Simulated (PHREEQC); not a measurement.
Metal-bearing waste water: speciation

Dissolve 0.0015 mol/kgw FeCl3, 0.086 mol/kgw H2SO4 and 0.03 mol/kgw Na2SO4 at 25 °C and 500 atm. Closed to the air; pH follows from the charge balance.

Equilibrium calculation in PHREEQC: ion-association model, phreeqc.dat.

Each row changes one thing in this solution. No solid was allowed to form.

```
case                                  pH  ionic strength (mol/kgw)  HSO4- (mol/kgw)  SO4-2 (mol/kgw)
----------------------------------  ----  ------------------------  ---------------  ---------------
as made                             1.10                     0.197           0.0720           0.0389
Na2SO4 left out                     1.04                     0.140           0.0590           0.0253
diluted 100-fold with water         2.81                   0.00335          7.85e-5          0.00107
FeCl3 from 0.0015 to 0.003 mol/kgw  1.09                     0.200           0.0710           0.0383
diluted 2-fold with water           1.34                     0.110           0.0308           0.0250
temperature from 25 to 10 °C        1.06                     0.214           0.0637           0.0472
FeCl3 left out                      1.10                     0.195           0.0730           0.0396
Na2SO4 from 0.03 to 0.045 mol/kgw   1.12                     0.227           0.0773           0.0463
```

Some of these states are supersaturated (in Hematite (slow to form), Goethite (slow to form), for instance). Under pressure, the constants of complexes without a molar volume in the database are unreliable. At this temperature some constants are extrapolated from 25 °C, and those without enthalpy data are left unchanged.
